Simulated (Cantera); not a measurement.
Feed: 1 mol Hg, 0.26 mol O₂, 1.7 mol N₂, held at 573 K and 0.100 bar.

Cantera equilibrium calculation (NASA polynomials, part measured and part estimated; ideal gas, pure solids and liquids). Candidate condensed phases: Hg, HgO; 10 gas species. The numbers say what is thermodynamically allowed, not how fast it happens.

Base state: N₂ 0.758, Hg 0.233, O₂ 0.00927 (mole fractions); condensed: HgO(s).

**Question.** What changes in the equilibrium state with this change: temperature from 573 K to 848.15 K?

**Answer.** 
```tsv
species	before	after
N₂	0.758	0.574
Hg	0.233	0.338
O₂	0.00927	0.0878
HgO(s), mol	0.478	0
```

**Question.** What changes in the equilibrium state with this change: temperature from 573 K to 450 K?

**Answer.** 
| species | before | after |
|---|---|---|
| N₂ | 0.758 | 0.896 |
| Hg | 0.233 | 0.104 |
| O₂ | 0.00927 | 1.63e-9 |
| HgO(s), mol | 0.478 | 0.520 |
| Hg(l), mol | 0 | 0.283 |

**Question.** What changes in the equilibrium state with this change: temperature from 573 K to 1123.15 K?

**Answer.** 
| species | before | after |
|---|---|---|
| N₂ | 0.758 | 0.574 |
| Hg | 0.233 | 0.338 |
| O₂ | 0.00927 | 0.0878 |
| NO | 1.79e-9 | 5.77e-5 |
| HgO(s), mol | 0.478 | 0 |
